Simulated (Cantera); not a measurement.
Gas mixture: N2O = 0.91 (molar parts), at 10.0 bar, frozen composition.

Cantera's kinetic-theory transport with the Lennard-Jones parameters of GRI-Mech 3.0, ideal gas; thermal conductivity in the mixture-averaged form. The composition is frozen, though it would react at the higher temperatures.

One state of this run: ρ (kg/m³) = 8.82; cp (J/kg/K) = 1101; μ (µPa s) = 27.3; λ (mW/m/K) = 40.7; Pr = 0.739; D (cm²/s) OH = 0.0844; D (cm²/s) CO2 = 0.0410; D (cm²/s) N2 = 0.0545. D: mixture-averaged diffusion coefficient of that species in the mixture.

### Question
Which value of T (K) does it belong to?
(A) 1200
(B) 400
(C) 1400
(D) 600

### Answer
D, 600
